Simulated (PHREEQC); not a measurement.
A solution holds 110 mmol/kgw CaCl2, 6.7 mmol/kgw CO2 and 0.00096 mmol/kgw H4SiO4, at 20 °C. Closed to the air; pH follows from the charge balance.

Model: ion-association model, phreeqc.dat, run in PHREEQC.

Precipitation was switched off in this run.

Q: Estimate the pH.

A: pH 4.18.

Species that the database lacks are ignored.
